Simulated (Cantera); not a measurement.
Feed: 1 mol Fe(CO)5, 84 mol N2, held at 5700 Torr.

Cantera equilibrium calculation (NASA polynomials, part measured and part estimated; ideal gas, pure solids and liquids). Candidate condensed phases: C, Fe, Fe(CO)5, FeO, Fe2O3, Fe3O4; 27 gas species. Condensed phases not in the tables: cementite and carbon dissolved in iron. Kinetics and transport are ignored. All values below are at 1223 K.

Base state: N2 0.944, CO 0.0556, CO2 0.000323 (mole fractions); condensed: C(graphite) + Fe(γ).

Question: What changes in the equilibrium state with this change: N2 from 84 to 3.2 mol?

Answer: 
```
species             before   after
----------------  --------  ------
CO                  0.0556   0.564
N2                   0.944   0.403
CO2               0.000323  0.0332
C(graphite), mol    0.0287   0.264
Fe(γ), mol            1.00    1.00
```
